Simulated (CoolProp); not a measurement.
n-dodecane along the isobar 627 kPa: fugacity coefficient from the reference equation and from simpler models built on Tc = 385.0 °C, pc = 1818 kPa, ω = 0.574; each cubic takes its own stable root.

Values from CoolProp's reference Helmholtz-energy equation of state, Lemmon 2004. It is a short technical equation, of lower accuracy than the large ones.

```tsv
T (°C)	phase	reference
101.45	liquid	0.003622
136.55	liquid	0.01555
171.55	liquid	0.04933
206.65	liquid	0.1251
241.65	liquid	0.2652
276.75	liquid	0.4888
346.85	gas	0.8313
```

Problem. How far does each simpler model (van der Waals, Soave-Redlich-Kwong) lie from the reference over these 7 states: mean and median of the absolute difference, and the worst?

Solution. 
- van der Waals: mean 1190.6 %, median 394.2 %, worst +5029.8 % at 101.45 °C and 627 kPa
- Soave-Redlich-Kwong: mean 2.4 %, median 2.8 %, worst +5.2 % at 276.75 °C and 627 kPa

At some of these states van der Waals gives the other phase, because its saturation line lies elsewhere.
